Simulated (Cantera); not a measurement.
A Cantera script and its output.

```python
import numpy as np
import cantera as ct

gas = ct.Solution("gri30.yaml")
gas.TPX = 1575, 51, {'C3H8': 1, 'H2': 71, 'N2': 0.14}
inlet = ct.Reservoir(gas, clone=True)

reactor = ct.IdealGasConstPressureReactor(gas, energy="off", clone=False)
exhaust = ct.Reservoir(gas, clone=True)
tau = [5.7, 1.5, 0.4, 0.11, 0.028, 0.0075, 0.002][0]
for a, b in ((inlet, reactor), (reactor, exhaust)):
    ct.MassFlowController(a, b, mdot=lambda t: reactor.mass / tau)
net = ct.ReactorNet([reactor])
show = ['C3H8', 'H2', 'H', 'CH2', 'C2H']

rows = []
print(f"{'tau/s':>10s}{'T/K':>9s}" + "".join(f"{s:>11s}" for s in show))
for tau in [5.7, 1.5, 0.4, 0.11, 0.028, 0.0075, 0.002]:
    net.initial_time = 0.0
    net.advance(30 * tau)
    before = gas.X
    net.advance(40 * tau)
    drift = np.max(np.abs(gas.X - before) / (gas.X + 1e-9))
    rows.append([gas.T, *gas[show].X, drift])
    print(f"{tau:10.3e}{gas.T:9.1f}" + "".join(f"{x:11.3e}" for x in gas[show].X))
```

Output:

```
     tau/s      T/K       C3H8         H2          H        CH2        C2H
 5.700e+00   1575.0  1.039e-05  9.689e-01  2.100e-03  9.254e-07  8.285e-08
 1.500e+00   1575.0  3.680e-05  9.674e-01  2.319e-03  1.268e-06  8.046e-08
 4.000e-01   1575.0  1.299e-04  9.667e-01  2.503e-03  1.581e-06  7.330e-08
 1.100e-01   1575.0  4.379e-04  9.666e-01  2.696e-03  2.016e-06  5.566e-08
 2.800e-02   1575.0  1.541e-03  9.677e-01  2.794e-03  2.748e-06  2.541e-08
 7.500e-03   1575.0  4.999e-03  9.721e-01  2.165e-03  2.713e-06  3.593e-09
 2.000e-03   1575.0  1.088e-02  9.801e-01  8.807e-04  7.013e-07  4.565e-11
```

Model: GRI-Mech 3.0 (53 species, 325 reactions), integrated in Cantera. GRI-Mech 3.0 was tuned for natural gas; its chemistry of propane as a main component is partial and can be far from experiment. GRI-Mech 3.0 stops at C3 and has no aromatics, soot or wall deposition, so with more carbon than oxygen in the feed, carbon stays in small species such as C2H2 where larger ones or solid carbon would form. Radical loss at walls, strong at low pressure, is not modelled.
